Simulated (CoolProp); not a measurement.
Aqueous magnesium chloride as a coolant, at 2 °C, 1 atm.

Values from CoolProp's Melinder's fits for secondary coolants.

```tsv
mass %	freezing point (°C)	viscosity (mPa s)	density (kg/m³)	conductivity (W/(m K))	cp (kJ/(kg K))
5.9	-3.7	2.11	1052	0.554	3.820
9.3	-7.3	2.50	1082	0.546	3.617
12.7	-12.5	3.05	1113	0.537	3.426
16.1	-19.1	3.58	1144	0.528	3.247
19.5	-27.3	4.38	1177	0.519	3.083
22.9	-39.2	8.75	1214	0.506	2.934
26.3	-59.3	78.5	1259	0.483	2.791
29.7	-95.7	18800	1320	0.436	2.637
```
